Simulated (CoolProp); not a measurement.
Vapour-liquid equilibrium of diethyl ether (1) + methanol (2) at 141.85 °C; x and y are mole fractions of (1).

Values from CoolProp's multi-fluid Helmholtz-energy mixture model, Thol 2014 and de Reuck 1993; pair parameters Bell 2016.

```csv
x,bubble pressure (kPa),y at the bubble point,dew pressure at overall composition x (kPa),liquid density (mol/L)
0.05,1232,0.104,1184,19.12
0.2,1435,[?],1323,15.65
0.35,1562,0.445,1474,[?]
0.5,1635,0.552,1604,11.07
0.65,1666,0.658,1666,9.548
0.8,1652,0.780,1646,8.377
0.95,1580,[?],1571,7.478
```

Question: Some entries are withheld; supply them.

Answer: 
- 0.2, y at the bubble point: 0.312
- 0.35, liquid density (mol/L): 13.05
- 0.95, y at the bubble point: 0.935

y crosses x between x = 0.65 and 0.8: the model has an azeotrope there.

Pair parameters are fitted to limited data, so mixtures are less certain than the pure fluids.
